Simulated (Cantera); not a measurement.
A Cantera script and what it prints.

```python
import numpy as np
import cantera as ct

gas_names = """
    F F2 H HF H2 H2F2 H3F3 H4F4 H5F5 H6F6 H7F7 N NF NF2 NF3 NH NH2 NH3 N2 N2H2 N2H4 Si SiF SiF2 SiF3
    SiF4 SiH SiHF3 SiH2 SiH2F2 SiH3 SiH3F SiH4 SiN Si2 Si2N Si3
""".split()
cond_names = """
    Si(cr) Si(L) Si3N4(a)
""".split()


def load(file, names, dense=False):
    # The tables refer to 1 bar. Condensed volumes are neglected.
    table = {s.name: s for s in ct.Species.list_from_file(file)}
    out = []
    for n in names:
        d = dict(table[n].input_data)
        d["thermo"] = dict(d["thermo"], **{"reference-pressure": 1e5})
        if dense:
            d["equation-of-state"] = {"model": "constant-volume", "density": "1e6 g/cm^3"}
        out.append(ct.Species.from_dict(d))
    return out


gas = ct.Solution(thermo="ideal-gas", species=load("nasa_gas.yaml", gas_names))
cond = {s.name: ct.Solution(thermo="fixed-stoichiometry", species=[s], name=s.name)
        for s in load("nasa_condensed.yaml", cond_names, dense=True)}
atoms = {
    'SiF4': {'Si': 1, 'F': 4},
    'NH3': {'N': 1, 'H': 3},
    'N2': {'N': 2},
}
top_T = {'Si3N4(a)': 2400}  # K; cautious upper limits of use, not melting points


def equilibrate(T, P, feed):
    n = {}
    for name, mol in feed.items():
        for a, k in atoms[name].items():
            n[a] = n.get(a, 0.0) + k * mol
    gas.TPX = T, P, n
    mass = sum(n.values()) * gas.mean_molecular_weight
    gas.equilibrate("TP")
    valid = [c for c in cond.values() if c.min_temp <= T <= top_T.get(c.name, c.max_temp)]
    mix = ct.Mixture([(gas, mass / gas.mean_molecular_weight)] + [(c, 0.0) for c in valid])
    mix.T, mix.P = T, P
    mix.equilibrate("TP", solver="vcs", rtol=1e-11, max_steps=5000)
    return mix


results = []
feed = {'SiF4': 1, 'NH3': 0.15, 'N2': 22}  # mol
T = 875  # K
P = 13332.2  # Pa
mix = equilibrate(T, P, feed)
results.append((T, P, feed, dict(zip(mix.species_names, mix.species_moles))))
print(gas.report(threshold=1e-05))
for i in range(1, mix.n_phases):
    print(f"{mix.phase(i).name:16s} {mix.phase_moles(i):12.5e} mol")
```

Output:

```
       temperature   875 K
          pressure   13332 Pa
           density   0.05686 kg/m^3
  mean mol. weight   31.027 kg/kmol
   phase of matter   gas

                          1 kg             1 kmol
                     ---------------   ---------------
          enthalpy       -1.6236e+06       -5.0374e+07  J
   internal energy        -1.858e+06        -5.765e+07  J
           entropy            8011.8        2.4859e+05  J/K
    Gibbs function       -8.6339e+06       -2.6789e+08  J
 heat capacity c_p            1124.3             34885  J/K
 heat capacity c_v            856.38             26571  J/K

                      mass frac. Y      mole frac. X     chem. pot. / RT
                     ---------------   ---------------   ---------------
                HF        1.4217e-05        2.2049e-05           -72.567
                H2        0.00062658         0.0096434            -23.84
                N2           0.85541           0.94742           -26.598
              SiF4           0.14394           0.04291           -265.44
     [  +33 minor]        1.1099e-05        4.1483e-06

Si(cr)            0.00000e+00 mol
Si3N4(a)          3.51128e-05 mol
```

Method: chemical equilibrium by Gibbs-energy minimisation in Cantera with the NASA 1993 tables (ideal gas, pure condensed phases).
